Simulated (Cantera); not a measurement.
Input: 1 mol SiH4, 0.0035 mol C3H8, 8 mol H2, 0.0027 mol H2O, equilibrated at 0.0660 bar.

Equilibrium computed with Cantera from the NASA thermochemical tables; the gas is ideal and each condensed phase is pure. Candidate condensed phases: C, C6H6, C7H8, C8H18, H2O, Si, SiC, SiO2; 123 gas species. Mutual solubility and eutectic melting of coexisting phases are not modelled. The tables hold silica as quartz up to 1696 K and as liquid above; real silica turns to tridymite and cristobalite and melts near 1996 K. Gases not in the tables: Si2H6 and higher silanes. Rates play no part.

log p: log10 of the partial pressure in bar; n: condensed amount in mol.

```
T (°C)  log p H2  log p H  log p Si  log p SiH  n Si(s)  n SiC(s)  n SiO2(β-quartz)  n Si(l)
------  --------  -------  --------  ---------  -------  --------  ----------------  -------
677        -1.18    -9.84      <-13       <-13    0.988    0.0105           0.00135        0
877        -1.18        …         …          …    0.988    0.0105           0.00134        0
1077       -1.18        …         …          …    0.987    0.0104                 0        0
1277       -1.18    -5.09     -7.48      -7.65    0.987    0.0104                 0        0
1477       -1.18    -4.22     -5.82      -6.29        0    0.0103                 0    0.987
1677       -1.18    -3.53     -4.62      -5.33        0   0.00984                 0    0.983
1877       -1.19    -2.97     -3.65      -4.55        0   0.00734                 0    0.945
```

Q: Some entries are withheld; supply them.

A: 
- 1077, log p H: -6.21
- 1077, log p Si: -9.70
- 1077, log p SiH: -9.49
- 877, log p H: -7.72
- 877, log p Si: -12.70
- 877, log p SiH: -11.97
